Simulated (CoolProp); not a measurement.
Saturation properties of water.

Values from CoolProp's reference Helmholtz-energy equation of state, Wagner 2002.

```tsv
T (K)	p (MPa)	vapour viscosity (µPa s)	liquid conductivity (mW/(m K))
383.4	0.1446	12.6	680
385.8	0.1566	12.7	681
388.2	0.1695	12.8	681
390.7	0.1837	12.8	682
393.1	0.1984	12.9	682
395.5	0.2139	13.0	683
397.9	0.2305	13.1	683
400.3	0.2480	13.2	683
402.8	0.2675	13.3	683
405.2	0.2873	13.3	683
407.6	0.3083	13.4	683
410	0.3305	13.5	683
```

It boils at 373.1 K under 1 atm.

Viscosity comes from a separate model (Huber 2009). Thermal conductivity comes from a separate model (Huber 2012).
